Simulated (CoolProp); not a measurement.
Saturated liquid density (kg/m³) of hexamethyldisiloxane (MM): the reference equation beside estimates from Tc = 518.7 K, pc = 19.31 bar, ω = 0.418. Rackett uses Z = 0.29056 − 0.08775 ω.

Computed with CoolProp (reference Helmholtz-energy equation of state, Thol 2016).

| T (K) | reference | Rackett | van der Waals | Redlich-Kwong | Soave-Redlich-Kwong | Peng-Robinson |
|---|---|---|---|---|---|---|
| 268.8 | 790.0 | 871.4 | 471.8 | 699.7 | 728.7 | 819.3 |
| 290.3 | 767.8 | 847.1 | 460.2 | 680.2 | 712.5 | 802.1 |
| 311.7 | 745.1 | 822.0 | 447.9 | 659.3 | 694.5 | 783.0 |
| 333.2 | 721.7 | 795.7 | 434.8 | 636.5 | 674.5 | 761.5 |
| 354.7 | 697.3 | 768.1 | 420.8 | 611.9 | 652.1 | 737.2 |
| 376.2 | 671.8 | 738.8 | 405.6 | 585.0 | 626.9 | 709.7 |
| 397.7 | 644.6 | 707.6 | 389.2 | 555.5 | 598.2 | 678.2 |
| 419.2 | 615.2 | 673.6 | 371.0 | 522.8 | 565.4 | 641.5 |
| 440.7 | 582.7 | 636.0 | 350.6 | 486.0 | 527.1 | 598.3 |

Absolute difference from the reference over all 9 rows, mean and median: Rackett 10.0 and 10.2 %, van der Waals 39.8 and 39.8 %, Redlich-Kwong 13.0 and 12.2 %, Soave-Redlich-Kwong 7.4 and 7.2 %, Peng-Robinson 4.7 and 5.1 %.
